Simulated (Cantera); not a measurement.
An adiabatic, constant-pressure homogeneous reactor starts with CH4 : CO : O2 : N2 = 1 : 0.17 : 3.79 : 14.3 (molar parts), equivalence ratio 0.55, at 1125 K and 62000 Pa.

Model: GRI-Mech 3.0 (53 species, 325 reactions), integrated in Cantera.

x: mole fraction; the columns are a selection and need not sum to one.

| t (s) | T (K) | x CH4 | x CO | x O2 | x H2O2 | x HO2 |
|---|---|---|---|---|---|---|
| 2.00e-6 | 1125 | 0.0519 | 0.00883 | 0.197 | <1e-12 | 1.28e-10 |
| 1.03e-5 | 1125 | 0.0519 | 0.00883 | 0.197 | <1e-12 | 6.56e-10 |
| 5.28e-5 | 1125 | 0.0519 | 0.00883 | 0.197 | 8.76e-12 | ___ |
| 0.000271 | 1125 | 0.0519 | 0.00883 | 0.197 | 2.13e-10 | ___ |
| 0.00139 | 1125 | 0.0519 | 0.00883 | 0.197 | 3.70e-9 | ___ |
| 0.00717 | 1125 | 0.0519 | 0.00883 | 0.197 | 1.91e-8 | ___ |
| 0.0368 | 1125 | 0.0518 | 0.00883 | 0.197 | 6.41e-8 | ___ |
| 0.189 | 2233 | <1e-12 | 0.00192 | 0.0876 | 8.73e-8 | 3.05e-6 |
| 0.973 | 2220 | <1e-12 | 0.00180 | 0.0841 | 8.27e-8 | 2.83e-6 |
| 5.00 | 2220 | <1e-12 | 0.00179 | 0.0840 | 8.26e-8 | 2.83e-6 |

Q: Fill in the missing entries.

A: 
- 5.28e-5, x HO2: 3.35e-9
- 0.000271, x HO2: 1.67e-8
- 0.00139, x HO2: 7.24e-8
- 0.00717, x HO2: 1.77e-7
- 0.0368, x HO2: 5.09e-7
